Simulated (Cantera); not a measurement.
A closed system holds: 1 mol MgCO3, 2 mol H2S, 3.2 mol CO2, at 1225 K and 0.133 bar.

These are equilibrium values from Cantera (NASA tables, ideal gas, pure condensed phases), not measurements of a reactor. Candidate condensed phases: C, C6H6, C7H8, C8H18, H2O, H2SO4, Mg, MgCO3, MgO, Mg(OH)2, MgS, MgSO4, S; 130 gas species. Gases not in the tables: S3 to S7. Equilibrium is a limit: real reactors are often held back by kinetics, nucleation or transport.

Base state: CO2 0.440, H2O 0.165, CO 0.159, S2 0.0957, H2S 0.0851, H2 0.0406, COS 0.0107, SO2 0.00250 (mole fractions); condensed: MgO(s).

Task: What changes in the equilibrium state with this change: CO2 from 3.2 to 0.42 mol?

Result: 
```json
[
 {"species": "H2S", "before": "0.0851", "after": "0.239"},
 {"species": "CO2", "before": "0.440", "after": "0.189"},
 {"species": "H2O", "before": "0.165", "after": "0.171"},
 {"species": "H2", "before": "0.0406", "after": "0.0987"},
 {"species": "S2", "before": "0.0957", "after": "0.128"},
 {"species": "COS", "before": "0.0107", "after": "0.0124"},
 {"species": "CO", "before": "0.159", "after": "0.160"},
 {"species": "SO2", "before": "0.00250", "after": "0.000530"},
 {"species": "CS2", "before": "6.14e-5", "after": "0.000192"},
 {"species": "SO", "before": "4.45e-5", "after": "2.20e-5"},
 {"species": "SH", "before": "0.000265", "after": "0.000478"},
 {"species": "MgO(s), mol", "before": "1.00", "after": "1.00"}
]
```
